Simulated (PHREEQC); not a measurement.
Solution (25 °C): 0.56 mol/kgw K3PO4. It is in equilibrium with CO2 at log p = -3.4 (atm). Otherwise closed; pH follows from the charge balance.

Computed with PHREEQC (ion-association model, phreeqc.dat).

The ionic strength comes out as 2.27 mol/kgw. What activity coefficients do H2PO4-, HPO4-2, K+, CO3-2, KHPO4- get?

H2PO4- 0.62, HPO4-2 0.13, K+ 0.57, CO3-2 0.15, KHPO4- 0.62.

This is a speciation only: nothing precipitates in the calculation. Ionic strength above about 0.7 mol/kgw puts this run outside the model's range.
